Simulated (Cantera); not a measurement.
An adiabatic, constant-pressure homogeneous reactor starts with CH4 : O2 : N2 : H2O = 1 : 1.25 : 4.7 : 0.17 (molar parts), equivalence ratio 1.6, at 1500 K and 27.0 bar.

Model: GRI-Mech 3.0 (53 species, 325 reactions), integrated in Cantera. The pressure lies above the range GRI-Mech 3.0 was tuned for (to about 10 atm).

One state of this run: T (K) = 2759; x CH4 = 3.74e-10; x O2 = 5.02e-5; x H2O = 0.180; x C2H = <1e-12; x C2H6 = <1e-12; x CH2 = 2.30e-11; x CH2O = 9.74e-8. x: mole fraction; the columns are a selection and need not sum to one.

Task: Which value of t (s) does it belong to?
A) 4.16e-5
B) 1.20e-5
C) 0.0721
D) 3.47e-6

Result: C, 0.0721
